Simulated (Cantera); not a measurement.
A perfectly stirred reactor is fed with N2O : H2 : N2 = 1 : 0.0091 : 5.3 (molar parts), at 0.217 atm; it is held at 1448 K, and followed from long to short residence time.

Computed with Cantera and GRI-Mech 3.0 (53 species, 325 reactions). GRI-Mech 3.0 was tuned for natural gas; its chemistry of N2O as a main component is partial and can be far from experiment. The temperature is held fixed by assumption; the heat of reaction is taken as removed at once.

```
quantity                before     after
---------------------  -------  --------
x(N2O) at τ = 13.0 s   0.00247  0.000703
x(H2) at τ = 13.0 s    6.46e-7   2.71e-7
x(N2) at τ = 13.0 s      0.917     0.923
x(HO2) at τ = 13.0 s   1.67e-8   3.10e-8
x(NO) at τ = 13.0 s     0.0154   0.00552
x(N2O) at τ = 85.0 ms   0.0987    0.0485
x(H2) at τ = 85.0 ms   3.91e-5   1.18e-5
x(N2) at τ = 85.0 ms     0.867     0.891
x(HO2) at τ = 85.0 ms  2.63e-7   1.45e-7
x(NO) at τ = 85.0 ms    0.0106    0.0166
```

### Question
Which change was made?
(A) pressure from 0.217 atm to 0.415 atm
(B) temperature 1448 to 1000 K
(C) pressure from 0.217 atm to 0.00553 atm
(D) pressure from 0.217 atm to 1.00 atm

### Answer
D, pressure from 0.217 atm to 1.00 atm
